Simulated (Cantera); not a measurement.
A perfectly stirred reactor is fed with CH3OH : O2 : N2 = 1 : 1.07 : 4.03 (molar parts), at 3750 Torr; it is adiabatic with a 573 K inlet, and is followed from long to short residence time, starting on the burning branch (τ in s: 0.022, 0.01, 0.0045, 0.002, 0.00091, 0.00041, 0.00018, 8.3e-05, 3.7e-05).

Detailed kinetics in Cantera: GRI-Mech 3.0 (53 species, 325 reactions). GRI-Mech 3.0 was tuned for natural gas; its chemistry of methanol as a main component is partial and can be far from experiment.

One state of this run: T (K) = 2181; x CH3OH = 9.17e-6; x O2 = 0.000477; x CH4 = 7.45e-6; x H = 0.00313; x NO2 = 5.23e-9. x: mole fraction; the columns are a selection and need not sum to one.

### Question
Which value of τ (s) does it belong to?
A) 0.00018
B) 8.3e-5
C) 0.0020
D) 0.00041

### Answer
C, 0.0020
